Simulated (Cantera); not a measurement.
Charge: 1 mol BCl3, 3.4 mol O2, held at 75.0 Torr.

Equilibrium computed with Cantera from the NASA thermochemical tables; the gas is ideal and each condensed phase is pure. Candidate condensed phases: B, B2O3; 18 gas species. The tables' values for BOCl are old estimates; treat these amounts as uncertain. Equilibrium is a limit: real reactors are often held back by kinetics, nucleation or transport. All values below are at 1375 K.

Base state: O2 0.625, Cl2 0.332, Cl 0.0426, ClO 0.000311, BOCl 4.29e-5, B2O3 1.32e-5 (mole fractions); condensed: B2O3(l).

Q: What changes in the equilibrium state with this change: pressure from 75.0 Torr to 188 Torr?

A: 
```tsv
species	before	after
O2	0.625	0.630
Cl2	0.332	0.343
Cl	0.0426	0.0274
BOCl	4.29e-5	2.19e-5
B2O3	1.32e-5	5.26e-6
ClO	0.000311	0.000317
B2O3(l), mol	0.500	0.500
```
